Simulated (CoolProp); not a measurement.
C2F6 (R116) along the isotherm 219.4 K: Z from the reference equation and from simpler models built on Tc = 293.0 K, pc = 3.048 MPa, ω = 0.257; each cubic takes its own stable root.

The numbers come from the reference Helmholtz-energy equation of state, Lemmon 2006 in CoolProp. It is a short technical equation, of lower accuracy than the large ones.

| p (MPa) | phase | reference | Redlich-Kwong | Peng-Robinson |
|---|---|---|---|---|
| 2.34 | liquid | 0.1176 | 0.1285 | 0.1091 |
| 4.69 | liquid | 0.2334 | 0.2521 | 0.2157 |
| 7.03 | liquid | 0.3468 | 0.3713 | 0.3194 |
| 9.38 | liquid | 0.4588 | 0.4880 | 0.4216 |
| 11.7 | liquid | 0.5680 | 0.6008 | 0.5209 |
| 14.1 | liquid | 0.6795 | 0.7153 | 0.6222 |
| 16.4 | liquid | 0.7851 | 0.8234 | 0.7181 |
| 18.8 | liquid | 0.8942 | 0.9346 | 0.8170 |
| 21.1 | liquid | 0.9978 | 1.040 | 0.9109 |
| 23.4 | liquid | 1.100 | 1.144 | 1.004 |
| 25.8 | liquid | 1.207 | 1.252 | 1.100 |
| 28.1 | liquid | 1.307 | 1.354 | 1.192 |
| 30.5 | liquid | 1.412 | 1.461 | 1.287 |
